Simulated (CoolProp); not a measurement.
Properties of tetrahydrofuran at several states.

Model: reference Helmholtz-energy equation of state, Fiedler 2023, in CoolProp.

| T (K) | p (MPa) | phase | density (kg/m³) | cv (kJ/(kg K)) | speed of sound (m/s) | Joule-Thomson coefficient (K/MPa) | expansivity (1/kK) |
|---|---|---|---|---|---|---|---|
| 327.9 | 0.439 | liquid | 849.0 | 1.296 | 1139 | -0.3584 | 1.345 |
| 496.2 | 8.06 | liquid | 636.2 | 1.884 | 508.3 | 0.2577 | 2.890 |
| 349.8 | 0.0352 | gas | 0.8804 | 1.163 | 209.0 | 23.65 | 2.935 |
| 547.4 | 0.559 | gas | 9.178 | 1.899 | 250.8 | 6.643 | 2.053 |
| 224.8 | 0.0232 | liquid | 960.5 | 1.029 | 1635 | -0.5171 | 1.096 |
